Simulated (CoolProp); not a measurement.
Properties of ethanol along the isotherm 14.55 °C.

Computed with CoolProp (reference Helmholtz-energy equation of state, Schroeder 2014).

| p (kPa) | phase | expansivity (1/kK) | conductivity (mW/(m K)) | Prandtl number |
|---|---|---|---|---|
| 1420 | liquid | 1.063 | … | 19.0 |
| 2850 | liquid | 1.053 | 167 | 19.1 |
| 4270 | liquid | … | 168 | 19.1 |
| 5700 | liquid | … | 168 | 19.2 |
| 7120 | liquid | 1.026 | … | 19.3 |
| 8550 | liquid | 1.017 | … | 19.3 |
| 9970 | liquid | 1.009 | 171 | 19.4 |
| 11400 | liquid | … | 171 | 19.4 |
| 12800 | liquid | 0.9929 | 172 | … |
| 14200 | liquid | 0.9854 | 173 | 19.6 |
| 15700 | liquid | 0.9775 | 173 | 19.6 |

Q: Some entries are withheld; supply them.

A: 
- 1420, conductivity (mW/(m K)): 166
- 4270, expansivity (1/kK): 1.044
- 5700, expansivity (1/kK): 1.035
- 7120, conductivity (mW/(m K)): 169
- 8550, conductivity (mW/(m K)): 170
- 11400, expansivity (1/kK): 1.001
- 12800, Prandtl number: 19.5

Viscosity comes from a separate model (Kiselev 2005). Thermal conductivity comes from a separate model (Assael 2013).
